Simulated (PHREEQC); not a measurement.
Polishing slurry liquid

A solution holds 2.2 mmol/kgw H2SO4, 6.7 mmol/kgw K2SO4 and 11 mmol/kgw KH2PO4, at 67 °C. Closed to the air; pH follows from the charge balance.

Equilibrium calculation in PHREEQC: ion-association model, wateq4f.dat.

Precipitation was switched off in this run.

Task: Estimate the pH.

Result: pH 2.96.

Task: In which forms is S present?

Result: SO4-2 75 %, HSO4- 14 %, KSO4- 11 % of the S.

Species that the database lacks are ignored. H3PO4, which wateq4f.dat lacks, is added to it with the constant of phreeqc.dat. Away from 25 °C the constants follow the database's enthalpies or fits; those with neither stay at their 25 °C values.
